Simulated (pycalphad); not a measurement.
CALPHAD calculation (pycalphad, COST 507 light-alloy database (1999)), 1 atm. The data set is of 1999 and partly superseded. Phase fractions are per mole of atoms.

Task: Give the equilibrium state of Si-35.6Cu (at.%) at 750 K.

Result: 
```
T = 750.00 K, P = 101325 Pa, N = 1 mol of atoms
G = -25018 J/mol, H = 12092 J/mol, S = 49.48 J/(mol K)  (SER reference)
chemical potentials (J/mol): Si -19438, Cu -35112
phase             fraction      x(Si)      x(Cu)
DIAMOND_A4          0.5316     1.0000       none
CU19SI6_ETA         0.4684     0.2400     0.7600
```

Task: Give the equilibrium state of Si-35.6Cu (at.%) at 1350 K.

Result: LIQUID, fraction 0.728, with 48.9 Cu at.%; DIAMOND_A4, fraction 0.272, with no Cu at.%.

Database names, with the compositions (at.%) that they take in these runs: CU19SI6_ETA: Cu 76 Si 24. DIAMOND_A4 is diamond (Si). An entry "none" or "no" means that the model of the phase leaves that element out.
